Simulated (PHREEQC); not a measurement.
PHREEQC input (Pitzer model, pitzer.dat):

```
SOLUTION 1
  temp 30
  units mol/kgw
  pH 7 charge
  S(6) 0.23
  K 0.568
  C(4) 0.026
  Cl 0.082
END
USE solution 1
INCREMENTAL_REACTIONS false
REACTION 1
  H2O -1
  0 9.886 18.011 24.689 30.178 34.689 38.397 41.444
  43.949 46.007 47.699 49.089 50.232 51.172 51.944 52.578
  53.1 53.528 53.88 54.17 54.408 54.603 54.764 54.896
  55.005 55.094 55.168 55.228 moles
EQUILIBRIUM_PHASES 1
  Arcanite 0 0
  Kalicinite 0 0
  Misenite 0 0
  Sylvite 0 0
  CO2(g) -3.4 10
SELECTED_OUTPUT 1
  -reset false
  -pH true
  -pe true
  -ionic_strength true
  -water true
  -activities H2O
  -totals C Cl K S
  -molalities H+ K+ Cl- CO3-2 SO4-2 OH- HCO3- CO2 HSO4-
  -equilibrium_phases Arcanite Kalicinite Misenite Sylvite
PRINT
  -reset false
END
```

Selected output (columns that matter, 19 of 28 rows; water left (kg) added in front):

```
water left (kg)	pH	mu	C	Cl	K	S	m_H+	m_K+	m_Cl-	m_CO3-2	m_SO4-2	la_H2O	Arcanite	Sylvite
1.00008	9.2365	0.80292	0.020983	0.081993	0.56795	0.22998	1.1593e-09	0.56795	0.081993	0.0049888	0.22998	-0.0053326	0	0
0.675615	9.3313	1.19	0.029598	0.12137	0.84072	0.34043	9.8999e-10	0.84072	0.12137	0.0088497	0.34043	-0.0076798	0	0
0.555313	9.377	1.4487	0.03515	0.14766	1.0228	0.41418	9.0658e-10	1.0228	0.14766	0.01163	0.41418	-0.0092229	0	0
0.456431	9.4222	1.7635	0.041763	0.17965	1.2444	0.50391	8.184e-10	1.2444	0.17965	0.015155	0.50391	-0.01109	0	0
0.308373	9.5223	2.0551	0.059043	0.26591	1.47	0.5599	6.258e-10	1.47	0.26591	0.025211	0.5599	-0.013374	0.057343	0
0.208363	9.6235	2.0878	0.083528	0.39354	1.5372	0.50945	4.7106e-10	1.5372	0.39354	0.041178	0.50945	-0.014787	0.12385	0
0.171293	9.6719	2.1184	0.099394	0.47871	1.5876	0.47854	4.0809e-10	1.5876	0.47871	0.052308	0.47854	-0.015775	0.14803	0
0.140816	9.7186	2.1646	0.11833	0.58232	1.6546	0.44383	3.5303e-10	1.6546	0.58232	0.066209	0.44383	-0.017028	0.1675	0
0.0951938	9.8071	2.3338	0.168	0.8614	1.864	0.36474	2.63e-10	1.864	0.8614	0.10501	0.36474	-0.020671	0.19528	0
0.064361	9.8897	2.679	0.23933	1.2741	2.2356	0.27881	1.943e-10	2.2356	1.2741	0.16451	0.27881	-0.026698	0.21206	0
0.0529436	9.9299	2.9539	0.28605	1.5488	2.5126	0.23635	1.6601e-10	2.5126	1.5488	0.20489	0.23635	-0.031071	0.21749	0
0.0435434	9.9708	3.3217	0.34246	1.8832	2.8715	0.19563	1.4065e-10	2.8715	1.8832	0.2545	0.19563	-0.036724	0.22148	0
0.0294978	10.061	4.4184	0.49276	2.7799	3.9071	0.12288	9.6528e-11	3.9071	2.7799	0.38851	0.12288	-0.053444	0.22638	0
0.0199897	10.177	6.1841	0.71507	4.1021	5.5333	0.065273	5.9347e-11	5.5333	4.1021	0.58545	0.065273	-0.081801	0.2287	0
0.0164778	10.236	6.6321	0.86322	4.1685	5.8605	0.057095	5.4815e-11	5.8605	4.1685	0.7145	0.057095	-0.087145	0.22906	0.013313
0.0135783	10.294	6.9537	1.0433	4.0096	6.0297	0.052652	5.4105e-11	6.0297	4.0096	0.87136	0.052652	-0.089297	0.22929	0.027556
0.00923787	10.419	7.8286	1.5251	3.5977	6.4969	0.042389	5.4744e-11	6.4969	3.5977	1.2892	0.042389	-0.095821	0.22961	0.048765
0.00630164	10.561	9.1463	2.2324	3.0346	7.2221	0.030809	5.7959e-11	7.2221	3.0346	1.8933	0.030809	-0.10746	0.22981	0.062877
0.00522041	10.64	10.033	2.6978	2.6953	7.7256	0.024955	6.0197e-11	7.7256	2.6953	2.2825	0.024955	-0.11647	0.22987	0.06793
```
